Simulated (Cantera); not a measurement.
Cantera run, input and output.

```python
import numpy as np
import cantera as ct

gas = ct.Solution("gri30.yaml")
gas.TPX = 1325, 100000, {'N2O': 1, 'N2': 3.9}
reactor = ct.IdealGasConstPressureReactor(gas, energy="off", clone=False)
net = ct.ReactorNet([reactor])
net.rtol, net.atol = 1e-08, 1e-18
show = ['N2O', 'NO', 'NO2', 'N2', 'O2', 'O']
times = np.geomspace(0.0001, 10, 13)

steps = ct.SolutionArray(gas, extra=["t"])
rows = []
print(f"{'t/s':>10s}{'T/K':>9s}{'P/Pa':>11s}" + "".join(f"{s:>11s}" for s in show))
for t in times:
    while net.time < t:
        t_next = net.step()
        steps.append(gas.state, t=t_next)
    rows.append([np.interp(t, steps.t, y) for y in (steps.T, steps.P, *steps(*show).X.T)])
    print(f"{t:10.3e}{rows[-1][0]:9.1f}{rows[-1][1]:11.4g}" + "".join(f"{x:11.3e}" for x in rows[-1][2:]))
rate = np.gradient(steps.T, steps.t)
print("integrator steps:", len(steps.t))
if steps.T.max() > steps.T[0] + 200:
    print(f"time of steepest temperature rise: {steps.t[rate.argmax()]:.4e} s")
gas.TPX = 1325, 100000, {'N2O': 1, 'N2': 3.9}
gas.equilibrate("TP")
print(f"equilibrium (TP): T = {gas.T:.1f} K  " + "  ".join(f"{s} {gas[s].X[0]:.3e}" for s in show))
```

Result:

```
       t/s      T/K       P/Pa        N2O         NO        NO2         N2         O2          O
 1.000e-04   1325.0      1e+05  2.040e-01  1.309e-05  1.796e-09  7.960e-01  3.427e-05  9.904e-06
 2.610e-04   1325.0      1e+05  2.038e-01  3.922e-05  1.582e-08  7.960e-01  1.027e-04  9.963e-06
 6.813e-04   1325.0      1e+05  2.033e-01  1.073e-04  1.125e-07  7.963e-01  2.812e-04  9.958e-06
 1.778e-03   1325.0      1e+05  2.021e-01  2.836e-04  6.929e-07  7.968e-01  7.445e-04  9.942e-06
 4.642e-03   1325.0      1e+05  1.990e-01  7.355e-04  3.491e-06  7.983e-01  1.937e-03  9.889e-06
 1.212e-02   1325.0      1e+05  1.911e-01  1.865e-03  1.303e-05  8.021e-01  4.943e-03  9.733e-06
 3.162e-02   1325.0      1e+05  1.723e-01  4.513e-03  3.668e-05  8.110e-01  1.212e-02  9.324e-06
 8.254e-02   1325.0      1e+05  1.333e-01  9.794e-03  8.393e-05  8.297e-01  2.713e-02  8.318e-06
 2.154e-01   1325.0      1e+05  7.342e-02  1.705e-02  1.487e-04  8.588e-01  5.061e-02  6.118e-06
 5.623e-01   1325.0      1e+05  2.107e-02  2.162e-02  1.879e-04  8.851e-01  7.204e-02  2.676e-06
 1.468e+00   1325.0      1e+05  1.706e-03  2.226e-02  1.745e-04  8.953e-01  8.052e-02  3.650e-07
 3.831e+00   1325.0      1e+05  4.598e-06  2.229e-02  1.361e-04  8.963e-01  8.131e-02  8.000e-08
 1.000e+01   1325.0      1e+05  1.630e-07  2.229e-02  1.357e-04  8.963e-01  8.132e-02  7.911e-08
integrator steps: 1151
equilibrium (TP): T = 1325.0 K  N2O 2.336e-08  NO 3.323e-04  NO2 2.156e-06  N2 9.072e-01  O2 9.242e-02  O 8.428e-08
```

Model: GRI-Mech 3.0 (53 species, 325 reactions), integrated in Cantera. GRI-Mech 3.0 was tuned for natural gas; its chemistry of N2O as a main component is partial and can be far from experiment. The mechanism lacks the step 2 NO + O2 → 2 NO2, which can matter for NO2 below about 1400 K. The temperature is held fixed by assumption; the heat of reaction is taken as removed at once.
